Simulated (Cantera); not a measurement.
A freely propagating, adiabatic, planar premixed flame of C2H6 : O2 : N2 : H2O = 1 : 3.18 : 12 : 0.89 (molar parts), equivalence ratio 1.1, unburnt at 523 K and 0.570 bar; mixture-averaged transport, grid criteria slope 0.08 and curve 0.16, no radiation.

Model: GRI-Mech 3.0 (53 species, 325 reactions), integrated in Cantera. Burning velocities carry a grid error of a few per cent, more on coarse grids.

Problem. Predict: laminar burning velocity; thermal thickness; peak x(CH2CO); peak x(CO).

Solution. laminar burning velocity: 105 cm/s
thermal thickness: 0.553 mm
peak x(CH2CO): 0.000878
peak x(CO): 0.0667
